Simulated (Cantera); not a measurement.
An isothermal, constant-pressure homogeneous reactor starts with C2H6 : H2 = 1 : 16 (molar parts), at 1650 K and 0.00240 bar.

Detailed kinetics in Cantera: GRI-Mech 3.0 (53 species, 325 reactions). GRI-Mech 3.0 stops at C3 and has no aromatics, soot or wall deposition, so with more carbon than oxygen in the feed, carbon stays in small species such as C2H2 where larger ones or solid carbon would form. Radical loss at walls, strong at low pressure, is not modelled.

One state of this run: x C2H6 = 1.83e-5; x H2 = 0.910; x CH2 = 3.70e-6; x H = 0.00220; x C2H2 = 0.0231. x: mole fraction; the columns are a selection and need not sum to one.

### Question
Which value of t (s) does it belong to?
A. 0.0557
B. 16.1
C. 1.67
D. 0.173

### Answer
A, 0.0557
